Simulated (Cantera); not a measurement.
Input: 1 mol SiHCl3, 6 mol N2, 1.4 mol H2, at 1752 °C and 0.0100 bar.

These are equilibrium values from Cantera (NASA tables, ideal gas, pure condensed phases), not measurements of a reactor. Candidate condensed phases: NH4Cl, Si, Si3N4; 28 gas species. The tables' values for SiCl, SiCl3, SiN are old estimates; treat these amounts as uncertain. The numbers say what is thermodynamically allowed, not how fast it happens.

Base state: N2 0.632, H2 0.142, HCl 0.109, SiCl2 0.0993, H 0.00725, Cl 0.00415, Si 0.00295, SiCl 0.00226 (mole fractions); condensed: gas only.

What changes in the equilibrium state with this change: temperature from 1752 °C to 1850 °C?


```csv
species,before,after
N2,0.632,0.625
H2,0.142,0.134
HCl,0.109,0.115
SiCl2,0.0993,0.0918
H,0.00725,0.0131
Si2,1.65e-5,4.52e-5
Si,0.00295,0.00749
```
Gases not in the tables: Si2H6 and higher silanes.
